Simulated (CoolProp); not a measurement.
m-xylene at 513.29 K and 0.653 MPa is throttled through a valve to 0.0418 MPa with no heat exchange. Each further row changes one setting.

The numbers come from the reference Helmholtz-energy equation of state, Zhou 2012 in CoolProp.

```csv
case,temperature change (K),final density (kg/m³)
as stated,-9.5,1.07
outlet pressure 0.0125 MPa,?,0.318
outlet pressure 0.0543 MPa,?,?
```

Task: Some entries are withheld; supply them.

Result: 
- outlet pressure 0.0125 MPa, temperature change (K): -9.9
- outlet pressure 0.0543 MPa, temperature change (K): -9.3
- outlet pressure 0.0543 MPa, final density (kg/m³): 1.39
